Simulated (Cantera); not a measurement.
Cantera with NASA thermochemical tables; ideal gases at 1 bar, condensed phases pure. Values are per mole of reaction as written; species without (g) are pure solids or liquids, kept so even where they would boil at 1 bar.

### Question
Between 950 and 2150 K, where is each reaction favourable under standard conditions?
- 5 TiO(g) → 2 Ti + Ti3O5

### Answer
- 5 TiO(g) → 2 Ti + Ti3O5: ΔG° is -1846 kJ at 950 K and -875 kJ at 2150 K; it stays negative (K > 1). ΔH° is -2323 kJ and ΔS° -674 J/K at 2150 K.
